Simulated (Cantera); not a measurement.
Input (Python, Cantera):

```python
import numpy as np
import cantera as ct

gas = ct.Solution("gri30.yaml")
gas.TPX = 1200, 41000, {'CO': 0.017, 'O2': 0.0041, 'H2O': 0.029, 'N2': 1}
reactor = ct.IdealGasConstPressureReactor(gas, energy="off", clone=False)
net = ct.ReactorNet([reactor])
net.rtol, net.atol = 1e-08, 1e-18
show = ['CO', 'O2', 'H2O', 'N2O', 'HO2', 'H2', 'H']
times = np.geomspace(2e-05, 3, 15)

steps = ct.SolutionArray(gas, extra=["t"])
rows = []
print(f"{'t/s':>10s}{'T/K':>9s}{'P/Pa':>11s}" + "".join(f"{s:>11s}" for s in show))
for t in times:
    while net.time < t:
        t_next = net.step()
        steps.append(gas.state, t=t_next)
    rows.append([np.interp(t, steps.t, y) for y in (steps.T, steps.P, *steps(*show).X.T)])
    print(f"{t:10.3e}{rows[-1][0]:9.1f}{rows[-1][1]:11.4g}" + "".join(f"{x:11.3e}" for x in rows[-1][2:]))
rate = np.gradient(steps.T, steps.t)
print("integrator steps:", len(steps.t))
if steps.T.max() > steps.T[0] + 200:
    print(f"time of steepest temperature rise: {steps.t[rate.argmax()]:.4e} s")
gas.TPX = 1200, 41000, {'CO': 0.017, 'O2': 0.0041, 'H2O': 0.029, 'N2': 1}
gas.equilibrate("TP")
print(f"equilibrium (TP): T = {gas.T:.1f} K  " + "  ".join(f"{s} {gas[s].X[0]:.3e}" for s in show))
```

It prints:

```
       t/s      T/K       P/Pa         CO         O2        H2O        N2O        HO2         H2          H
 2.000e-05   1200.0    4.1e+04  1.619e-02  3.904e-03  2.762e-02  2.557e-17  3.615e-13  1.991e-15  1.649e-13
 4.685e-05   1200.0    4.1e+04  1.619e-02  3.904e-03  2.762e-02  1.241e-16  8.468e-13  3.920e-14  1.426e-12
 1.098e-04   1200.0    4.1e+04  1.619e-02  3.904e-03  2.762e-02  6.262e-16  2.066e-12  7.789e-13  1.181e-11
 2.572e-04   1200.0    4.1e+04  1.619e-02  3.904e-03  2.762e-02  3.153e-15  6.594e-12  1.351e-11  8.199e-11
 6.024e-04   1200.0    4.1e+04  1.619e-02  3.904e-03  2.762e-02  1.647e-14  4.041e-11  1.965e-10  4.868e-10
 1.411e-03   1200.0    4.1e+04  1.619e-02  3.904e-03  2.762e-02  1.271e-13  4.662e-10  3.096e-09  3.774e-09
 3.306e-03   1200.0    4.1e+04  1.619e-02  3.904e-03  2.762e-02  4.940e-12  2.074e-08  1.576e-07  1.442e-07
 7.746e-03   1200.0    4.1e+04  1.506e-02  3.501e-03  2.709e-02  9.035e-09  7.010e-07  3.376e-04  3.081e-04
 1.815e-02   1200.0    4.1e+04  4.480e-03  1.576e-04  2.333e-02  4.356e-09  3.481e-08  3.518e-03  1.610e-03
 4.251e-02   1200.0    4.1e+04  3.626e-03  6.812e-06  2.289e-02  7.407e-10  1.582e-09  4.553e-03  5.175e-04
 9.960e-02   1200.0    4.1e+04  3.589e-03  8.125e-07  2.289e-02  2.508e-10  2.020e-10  4.735e-03  1.902e-04
 2.333e-01   1200.0    4.1e+04  3.601e-03  1.258e-07  2.291e-02  1.097e-10  3.349e-11  4.776e-03  7.570e-05
 5.466e-01   1200.0    4.1e+04  3.612e-03  2.115e-08  2.292e-02  8.411e-11  5.890e-12  4.787e-03  3.106e-05
 1.281e+00   1200.0    4.1e+04  3.617e-03  3.618e-09  2.293e-02  1.389e-10  1.018e-12  4.790e-03  1.281e-05
 3.000e+00   1200.0    4.1e+04  3.620e-03  6.055e-10  2.293e-02  2.809e-10  1.648e-13  4.791e-03  5.205e-06
integrator steps: 1651
equilibrium (TP): T = 1200.0 K  CO 3.622e-03  O2 9.145e-15  H2O 2.293e-02  N2O 2.233e-15  HO2 4.899e-19  H2 4.791e-03  H 2.147e-08
```

Detailed kinetics in Cantera: GRI-Mech 3.0 (53 species, 325 reactions).
